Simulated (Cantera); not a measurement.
Input (Python, Cantera) and output of one run.

```python
import numpy as np
import cantera as ct

gas_names = [...]  # 110 gases of nasa_gas.yaml made of C, H, O
cond_names = """
    C(gr) C6H6(L) C7H8(L) C8H18(L),n-octa H2O(s) H2O(L)
""".split()


# ... load() reads the species with a 1 bar reference pressure and builds the phases ...
atoms = {
    'CH3OH': {'C': 1, 'H': 4, 'O': 1},
    'CO2': {'C': 1, 'O': 2},
    'H2': {'H': 2},
    'H2O': {'H': 2, 'O': 1},
}
top_T = {'C(gr)': 4500}  # K; cautious upper limits of use, not melting points


# ... equilibrate(T, P, feed) seeds the gas with the atoms and calls Mixture.equilibrate('TP', solver="vcs", rtol=1e-11, max_steps=5000) ...
results = []
feed = {'CH3OH': 1, 'CO2': 2.8, 'H2': 24, 'H2O': 1.5}  # mol
P = 15000  # Pa
for T in [748, 948, 1148, 1348, 1548, 1748, 1948, 2148, 2348]:
    mix = equilibrate(T, P, feed)
    results.append((T, P, feed, dict(zip(mix.species_names, mix.species_moles))))

top = {s: max(r[3][s] / sum(r[3][g] for g in gas_names) for r in results) for s in gas_names}
cols = sorted((s for s in top if top[s] > 0.0001), key=lambda s: -top[s])[:9]
seen = [c for c in cond_names if any(r[3].get(c, 0) > 1e-12 for r in results)]
print("log10 of partial pressures in bar; condensed amounts in mol")
print(f"{'T/K':>10s}" + "".join(f"{s[:9]:>10s}" for s in cols + seen))
for T, P, feed, n in results:
    ng = sum(n[g] for g in gas_names)
    print(f"{T:10.4g}" + "".join(f"{np.log10(max(n[s] / ng * P / 1e5, 1e-99)):10.3f}" for s in cols)
          + "".join(f"{n.get(c, 0):10.4g}" for c in seen))
```

Result:

```
log10 of partial pressures in bar; condensed amounts in mol
       T/K        H2       H2O        CO       CH4       CO2         H        OH
       748    -1.031    -1.456    -2.690    -1.823    -2.321   -13.056   -17.268
       948    -0.940    -1.768    -1.847    -3.679    -2.417    -9.751   -13.418
      1148    -0.945    -1.735    -1.796    -5.839    -2.658    -7.618   -10.631
      1348    -0.948    -1.718    -1.776    -7.371    -2.837    -6.110    -8.672
      1548    -0.950    -1.709    -1.766    -8.505    -2.971    -4.986    -7.222
      1748    -0.951    -1.704    -1.760    -9.375    -3.072    -4.117    -6.104
      1948    -0.952    -1.702    -1.757   -10.062    -3.149    -3.423    -5.216
      2148    -0.956    -1.702    -1.757   -10.622    -3.211    -2.858    -4.494
      2348    -0.966    -1.707    -1.759   -11.098    -3.260    -2.391    -3.897
```

These are equilibrium values from Cantera (NASA tables, ideal gas, pure condensed phases), not measurements of a reactor.
